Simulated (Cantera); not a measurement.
Charge: 1 mol CO2, 0.54 mol O2, 0.6 mol N2, held at 3425 K and 0.00900 bar.

Equilibrium computed with Cantera from the NASA thermochemical tables; the gas is ideal and each condensed phase is pure. Candidate condensed phases: C; 24 gas species. Rates play no part.

Base state: O 0.535, CO 0.275, N2 0.162, O2 0.0156, NO 0.00925, CO2 0.00254, N 0.000653 (mole fractions); condensed: gas only.

Question: What changes in the equilibrium state with this change: CO2 replaced by CS2?

Answer: 
```json
[
 {"species": "S", "before": "0", "after": "0.535"},
 {"species": "CO", "before": "0.275", "after": "0.274"},
 {"species": "N2", "before": "0.162", "after": "0.164"},
 {"species": "O", "before": "0.535", "after": "0.0176"},
 {"species": "O2", "before": "0.0156", "after": "1.68e-5"},
 {"species": "S2", "before": "0", "after": "0.00454"},
 {"species": "SO", "before": "0", "after": "0.00398"},
 {"species": "SN", "before": "0", "after": "0.000122"}
]
```
Further candidate phases: S.

Question: What changes in the equilibrium state with this change: pressure from 0.00900 bar to 0.100 bar?

Answer: 
```tsv
species	before	after
O	0.535	0.400
CO	0.275	0.285
N2	0.162	0.172
O2	0.0156	0.0968
CO2	0.00254	0.0219
NO	0.00925	0.0238
N	0.000653	0.000202
```

Question: What changes in the equilibrium state with this change: temperature from 3425 K to 2573 K?

Answer: 
```json
[
 {"species": "O2", "before": "0.0156", "after": "0.254"},
 {"species": "N2", "before": "0.162", "after": "0.228"},
 {"species": "CO", "before": "0.275", "after": "0.208"},
 {"species": "O", "before": "0.535", "after": "0.109"},
 {"species": "CO2", "before": "0.00254", "after": "0.185"},
 {"species": "NO", "before": "0.00925", "after": "0.0154"},
 {"species": "N", "before": "0.000653", "after": "2.84e-6"}
]
```
